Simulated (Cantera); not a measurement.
A closed system holds: 1 mol Hg, 0.12 mol O₂, 0.13 mol H₂, at 1350 K and 100 Torr.

These are equilibrium values from Cantera (NASA tables, ideal gas, pure condensed phases), not measurements of a reactor. Candidate condensed phases: H₂O, Hg, HgO; 10 gas species. Rates play no part.

What is the equilibrium state?


```json
{
  "x(Hg)": "0.844",
  "x(H₂O)": "0.110",
  "x(O₂)": "0.0464",
  "x(OH)": "2.18e-5",
  "gas_amount": "1.185 mol",
  "log10 activity of Hg(l) (absent)": "-3.49"
}
```
